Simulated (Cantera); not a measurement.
A freely propagating, adiabatic, planar premixed flame of H2 : O2 : N2 = 1 : 0.179 : 0.671 (molar parts), unburnt at 423 K and 1.01 bar; mixture-averaged transport, grid criteria slope 0.08 and curve 0.16, no radiation.

Model: the H2/O2 subset of GRI-Mech 3.0, which has no nitrogen chemistry, integrated in Cantera. Burning velocities carry a grid error of a few per cent, more on coarse grids.

Problem. What does this change do: N2 0.671 to 0.54 parts?

Solution. 
```
quantity                    before     after
------------------------  --------  --------
laminar burning velocity  432 cm/s  505 cm/s
thermal thickness         0.412 mm  0.404 mm
peak x(OH)                 0.00127   0.00161
peak x(O)                  0.00147   0.00180
peak x(H2O2)               3.46e-5   3.56e-5
```
